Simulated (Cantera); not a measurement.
What does this Cantera script print?

```python
import numpy as np
import cantera as ct

surf = ct.Interface("diamond.yaml", "diamond_100")
gas, bulk = surf.adjacent["gas"], surf.adjacent["diamond"]
k = surf.kinetics_species_index(bulk.species_names[0])
cover = ["c6HH", "c6H*", "c6*H", "c6**", "c6HM", "c6B"]

rows, drift = [], 0.0
print(f"{'xH':>10s}{'um/h':>11s}" + "".join(f"{s:>11s}" for s in cover))
for v in [0.0001, 0.0002, 0.0004, 0.00079, 0.0016, 0.0031, 0.0062, 0.012, 0.024]:
    T, P, xH, xCH3 = 1025, 12000, v, 0.00023
    gas.TPX = T, P, {"H": xH, "CH3": xCH3, "CH4": 0.0033, "H2": 1 - xH - xCH3 - 0.0033}
    surf.TP = bulk.TP = T, P
    surf.coverages = "c6H*:0.1, c6HH:0.9"
    surf.advance_coverages(100.0)
    before = surf.coverages
    surf.advance_coverages(100.0)
    drift = max(drift, np.max(np.abs(surf.coverages - before) / (surf.coverages + 1e-9)))
    rate = surf.net_production_rates[k] * bulk.mean_molecular_weight / bulk.density * 3.6e9
    rows.append([rate, *surf[cover].coverages])
    print(f"{v:10.4g}{rate:11.4e}" + "".join(f"{x:11.3e}" for x in rows[-1][1:]))
```

Result:

```
        xH       um/h       c6HH       c6H*       c6*H       c6**       c6HM        c6B
    0.0001 3.2512e+00  4.282e-01  1.256e-02  2.401e-01  2.815e-03  2.245e-01  8.822e-09
    0.0002 5.5738e+00  4.401e-01  1.413e-02  2.700e-01  4.540e-03  1.926e-01  1.512e-08
    0.0004 8.4182e+00  4.695e-01  1.587e-02  3.032e-01  6.514e-03  1.456e-01  2.284e-08
   0.00079 1.1135e+01  5.029e-01  1.749e-02  3.340e-01  8.318e-03  9.757e-02  3.021e-08
    0.0016 1.3328e+01  5.316e-01  1.880e-02  3.587e-01  9.739e-03  5.769e-02  3.617e-08
    0.0031 1.4681e+01  5.498e-01  1.963e-02  3.738e-01  1.061e-02  3.281e-02  3.984e-08
    0.0062 1.5522e+01  5.611e-01  2.020e-02  3.831e-01  1.115e-02  1.734e-02  4.212e-08
     0.012 1.5974e+01  5.671e-01  2.061e-02  3.879e-01  1.145e-02  9.221e-03  4.335e-08
     0.024 1.6248e+01  5.704e-01  2.105e-02  3.903e-01  1.165e-02  4.688e-03  4.409e-08
```

Computed with Cantera and the Harris–Goodwin 1993 mechanism for the reconstructed diamond (100) surface.
